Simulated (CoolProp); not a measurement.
Vapour-liquid equilibrium of cyclohexane (1) + n-octane (2) at 0.173 bar; x and y are mole fractions of (1).

Model: multi-fluid Helmholtz-energy mixture model, Zhou 2014 and Beckmüller 2019; pair parameters Bell 2016, in CoolProp.

| x | bubble temperature, mixture model (°C) | bubble temperature, Raoult's law (°C) | y, mixture model | y, Raoult's law |
|---|---|---|---|---|
| 0.05 | 68.0 | 68.0 | 0.194 | 0.196 |
| 0.15 | 60.8 | 60.9 | (withheld) | 0.464 |
| 0.25 | 54.9 | 55.1 | 0.633 | 0.632 |
| 0.35 | 50.1 | 50.4 | (withheld) | 0.743 |
| 0.45 | 46.0 | 46.3 | 0.820 | 0.820 |
| 0.55 | 42.6 | 42.8 | 0.874 | 0.876 |
| 0.65 | 39.6 | 39.8 | 0.915 | 0.917 |
| 0.75 | (withheld) | 37.1 | 0.946 | 0.948 |
| 0.85 | 34.6 | 34.7 | 0.971 | 0.973 |
| 0.95 | 32.5 | 32.5 | 0.991 | 0.992 |

Task: Complete the blanks.

Result: 
- 0.15, y, mixture model: 0.463
- 0.35, y, mixture model: 0.744
- 0.75, bubble temperature, mixture model (°C): 36.9

The largest gap from Raoult's law is -0.3 K in bubble temperature, at x = 0.45. No azeotrope shows between x = 0.05 and 0.95.

The pair parameters rest on a limited set of measurements; away from them the model extrapolates.
